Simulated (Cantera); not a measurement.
Charge: 1 mol CH3SiCl3, 0.68 mol HCl, 22 mol H2, equilibrated at 100000 Pa.

Equilibrium computed with Cantera from the NASA thermochemical tables; the gas is ideal and each condensed phase is pure. Candidate condensed phases: C, C6H6, C7H8, C8H18, Si, SiC; 109 gas species. The feed counts by its element totals alone. The tables' values for SiCl3 are old estimates; treat these amounts as uncertain. The numbers say what is thermodynamically allowed, not how fast it happens. All values below are at 1577 °C.

Base state: H2 0.858, HCl 0.139, SiCl2 0.00195, H 0.000499, CH4 0.000482, C2H2 (acetylene) 0.000224, SiCl3 0.000120, Cl 6.14e-5 (mole fractions); condensed: C(graphite) + SiC(s).

What changes in the equilibrium state with this change: CH3SiCl3 replaced by SiCl4?


```csv
species,before,after
H2,0.858,0.852
HCl,0.139,0.107
SiCl2,0.00195,0.0381
CH4,0.000482,0
C2H2 (acetylene),0.000224,0
SiH2,1.09e-6,3.57e-5
SiCl,1.89e-6,4.79e-5
"C(graphite), mol",0.0301,0
"SiC(s), mol",0.946,0
```
The tables' values for SiCl3, SiCl are old estimates; treat these amounts as uncertain. Gases not in the tables: Si2H6 and higher silanes.
